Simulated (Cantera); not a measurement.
Input: 1 mol BCl₃, 16 mol H₂O, 20 mol N₂, equilibrated at 1875 K and 1.00 bar.

Equilibrium computed with Cantera from the NASA thermochemical tables; the gas is ideal and each condensed phase is pure. Candidate condensed phases: B, BN, B₂O₃, B₃O₃H₃, H₂O, NH₄Cl; 49 gas species. The tables' values for BOCl are old estimates; treat these amounts as uncertain. Kinetics and transport are ignored.

Task: What is the equilibrium state?

Result: 
| Item | Value |
|---|---|
| x(N₂) | 0.526 |
| x(H₂O) | 0.367 |
| x(HCl) | 0.0779 |
| x(HBO₂) | 0.0259 |
| x(H₂) | 0.00181 |
| x(Cl) | 0.000910 |
| x(O₂) | 0.000457 |
| x(OH) | 0.000441 |
| x(NO) | 0.000202 |
| gas amount | 38.05 mol |
| log10 activity of B(s) (absent) | -10.01 |
| log10 activity of B₃O₃H₃(s) (absent) | -22.03 |
